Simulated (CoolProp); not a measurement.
Vapour-liquid equilibrium of R134a (1) + R141b (2) at 258.7 K; x and y are mole fractions of (1).

Model: multi-fluid Helmholtz-energy mixture model, Tillner-Roth 1994 and Lemmon 2006; pair parameters Bell 2016, in CoolProp.

```json
[
 {"x": "0.05", "bubble pressure (MPa)": "0.02735", "y at the bubble point": "?", "dew pressure at overall composition x (MPa)": "0.01462", "liquid density (mol/L)": "?"},
 {"x": "0.2", "bubble pressure (MPa)": "0.06285", "y at the bubble point": "0.815", "dew pressure at overall composition x (MPa)": "0.01723", "liquid density (mol/L)": "11.53"},
 {"x": "0.35", "bubble pressure (MPa)": "0.09046", "y at the bubble point": "0.889", "dew pressure at overall composition x (MPa)": "0.02096", "liquid density (mol/L)": "11.80"},
 {"x": "0.5", "bubble pressure (MPa)": "0.1114", "y at the bubble point": "?", "dew pressure at overall composition x (MPa)": "0.02674", "liquid density (mol/L)": "?"},
 {"x": "0.65", "bubble pressure (MPa)": "0.1281", "y at the bubble point": "0.945", "dew pressure at overall composition x (MPa)": "0.03689", "liquid density (mol/L)": "12.36"},
 {"x": "0.8", "bubble pressure (MPa)": "?", "y at the bubble point": "0.965", "dew pressure at overall composition x (MPa)": "0.05918", "liquid density (mol/L)": "12.67"},
 {"x": "0.95", "bubble pressure (MPa)": "0.1610", "y at the bubble point": "0.990", "dew pressure at overall composition x (MPa)": "0.1316", "liquid density (mol/L)": "?"}
]
```

Fill in the missing entries.


- 0.05, y at the bubble point: 0.512
- 0.05, liquid density (mol/L): 11.27
- 0.5, y at the bubble point: 0.923
- 0.5, liquid density (mol/L): 12.07
- 0.8, bubble pressure (MPa): 0.1436
- 0.95, liquid density (mol/L): 13.02

No azeotrope shows between x = 0.05 and 0.95.

Pair parameters are fitted to limited data, so mixtures are less certain than the pure fluids.
